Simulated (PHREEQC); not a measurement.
PHREEQC input (ion-association model, wateq4f.dat):

```
SOLUTION_MASTER_SPECIES
  An  An-  0  An  62.0  # stands for a non-complexing anion
SOLUTION_SPECIES
  An- = An-
    -log_k 0
    -gamma 3.0 0
PHASES
  Fix_H+
    H+ = H+
    -log_k 0
SOLUTION 1
  temp 25
  units mmol/kgw
  pH 7 charge
  Cl 0.0106
  Mn(2) 0.0053
  Na 50
  An 50
END
SELECTED_OUTPUT 1
  -reset false
  -pH true
  -pe true
  -ionic_strength true
  -water true
  -totals Cl Mn Na Mn(2) Mn(3) Mn(6) Mn(7)
  -molalities Hfo_wOH Hfo_wOH2+ Hfo_wO- Hfo_sOH Hfo_sOH2+ Hfo_sO- Hfo_sOMn+ Hfo_wOMn+
  -saturation_indices Pyrochroite Halite
USER_PUNCH 1
  -headings sigma psi
  10 PUNCH EDL("sigma", "Hfo"), EDL("psi", "Hfo")
PRINT
  -reset false
USE solution 1
SURFACE 1
  Hfo_wOH 0.000161798 600 0.072
  Hfo_sOH 4.04494e-06
EQUILIBRIUM_PHASES 1
  Fix_H+ -3 HAn 10
    -force_equality true
END
# ... the last block is repeated for the other 16 points of pH, with NaOH or the acid as the point needs
```

Selected output (columns that matter, 17 of 17 rows; pH added in front):

```
pH	mu	Mn	Na	m_Hfo_wOH	m_Hfo_wOH2+	m_Hfo_wO-	m_Hfo_sOH	m_Hfo_sOH2+	m_Hfo_sO-	m_Hfo_sOMn+	si_Pyrochroite	si_Halite	sigma	psi
3	0.051269	5.3e-06	0.05	5.8001e-06	0.00015599	4.9404e-09	1.45e-07	3.8998e-06	1.2351e-10	2.0226e-13	-14.797	-8.0337	0.35713	0.16921
3.38	0.050581	5.3e-06	0.05	1.2386e-05	0.00014939	2.3524e-08	3.0964e-07	3.7347e-06	5.881e-10	1.1185e-12	-14.035	-8.0329	0.34197	0.16733
3.75	0.050295	5.3e-06	0.05	2.3241e-05	0.00013847	8.9362e-08	5.8102e-07	3.4617e-06	2.234e-09	5.7052e-12	-13.294	-8.0325	0.31682	0.16356
4.12	0.050168	5.3e-06	0.05	3.8356e-05	0.00012317	2.7363e-07	9.5888e-07	3.0792e-06	6.8406e-09	2.7906e-11	-12.554	-8.0323	0.28137	0.15755
4.5	0.050106	5.2999e-06	0.05	5.632e-05	0.00010479	6.9346e-07	1.4079e-06	2.6195e-06	1.7336e-08	1.3665e-10	-11.794	-8.0322	0.23832	0.14909
4.88	0.050075	5.2993e-06	0.05	7.4083e-05	8.6258e-05	1.4576e-06	1.8518e-06	2.1561e-06	3.6434e-08	6.4726e-10	-11.034	-8.0322	0.19415	0.13866
5.25	0.050057	5.297e-06	0.05	8.9254e-05	6.9935e-05	2.6095e-06	2.2298e-06	1.7471e-06	6.5192e-08	2.8813e-09	-10.294	-8.0322	0.15414	0.12695
5.62	0.050045	5.2869e-06	0.05	0.0001014	5.6208e-05	4.1905e-06	2.527e-06	1.4008e-06	1.0443e-07	1.2672e-08	-9.555	-8.0322	0.11911	0.11395
6	0.050037	5.2409e-06	0.05	0.00011056	4.5012e-05	6.2214e-06	2.725e-06	1.1094e-06	1.5334e-07	5.7248e-08	-8.7988	-8.0321	0.088912	0.099399
6.38	0.05003	5.0468e-06	0.05	0.00011676	3.6469e-05	8.5634e-06	2.7423e-06	8.5656e-07	2.0113e-07	2.4493e-07	-8.0552	-8.0321	0.06436	0.083727
6.75	0.050024	4.4389e-06	0.05	0.00012058	3.0124e-05	1.1058e-05	2.398e-06	5.9906e-07	2.199e-07	8.2798e-07	-7.3709	-8.0321	0.045357	0.067579
7.12	0.050017	3.2964e-06	0.05	0.00012279	2.5164e-05	1.3727e-05	1.636e-06	3.3526e-07	1.8288e-07	1.8908e-06	-6.7602	-8.0321	0.030362	0.050779
7.5	0.05001	2.0318e-06	0.05	0.00012371	2.1239e-05	1.6508e-05	8.5364e-07	1.4655e-07	1.1391e-07	2.9308e-06	-6.2105	-8.0321	0.017939	0.032849
7.88	0.050011	9.9242e-07	0.050006	0.00012357	1.8212e-05	1.9207e-05	4.2214e-07	6.2217e-08	6.5617e-08	3.495e-06	-5.7619	-8.0321	0.0073907	0.014289
8.25	0.050014	3.2942e-07	0.050013	0.00012285	1.5868e-05	2.1789e-05	2.7855e-07	3.5979e-08	4.9403e-08	3.681e-06	-5.5016	-8.032	-0.0021516	-0.0042089
8.62	0.050019	7.9555e-08	0.050021	0.00012191	1.3896e-05	2.4501e-05	2.4169e-07	2.7548e-08	4.8575e-08	3.7271e-06	-5.3802	-8.0319	-0.012076	-0.022884
9	0.050028	1.6797e-08	0.050034	0.00012047	1.1944e-05	2.7837e-05	2.3133e-07	2.2935e-08	5.3452e-08	3.7372e-06	-5.2994	-8.0318	-0.023767	-0.04178
```

Species that the database lacks are ignored. The oxide is taken as insoluble; below pH 4 it would dissolve.
